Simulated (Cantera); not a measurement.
A closed system holds: 1 mol SiCl4, 2.6 mol CH4, a varied amount of H2, held at 2275 K and 1.00 bar.

These are equilibrium values from Cantera (NASA tables, ideal gas, pure condensed phases), not measurements of a reactor. Candidate condensed phases: C, C6H6, C7H8, C8H18, Si, SiC; 109 gas species. The tables' values for SiCl are old estimates; treat these amounts as uncertain. Gases not in the tables: Si2H6 and higher silanes. Rates play no part.

x: gas mole fraction; n: condensed amount in mol.

| n(H2) (mol) | x H2 | x HCl | x H | x C2H2 (acetylene) | x SiCl2 | n C(graphite) | n SiC(s) |
|---|---|---|---|---|---|---|---|
| 52 | 0.922 | 0.0646 | 0.00815 | 0.00351 | 0.00109 | 1.25 | 0.918 |
| 68 | 0.935 | 0.0512 | 0.00821 | 0.00356 | 0.000674 | 1.11 | 0.929 |
| 88 | 0.946 | 0.0407 | 0.00826 | 0.00360 | 0.000420 | 0.946 | 0.935 |
| 120 | 0.957 | [?] | 0.00830 | 0.00364 | [?] | [?] | 0.938 |
| 150 | 0.962 | 0.0249 | 0.00833 | 0.00367 | 0.000154 | 0.455 | 0.937 |
| 200 | 0.968 | [?] | 0.00835 | 0.00369 | [?] | [?] | 0.932 |
| 260 | 0.973 | 0.0147 | 0.00838 | 0.00300 | 5.91e-5 | 0 | 0.915 |

Q: Fill in the missing entries.

A: 
- 200, x HCl: 0.0189
- 200, x SiCl2: 8.87e-5
- 200, n C(graphite): 0.0659
- 120, x HCl: 0.0306
- 120, x SiCl2: 0.000235
- 120, n C(graphite): 0.691
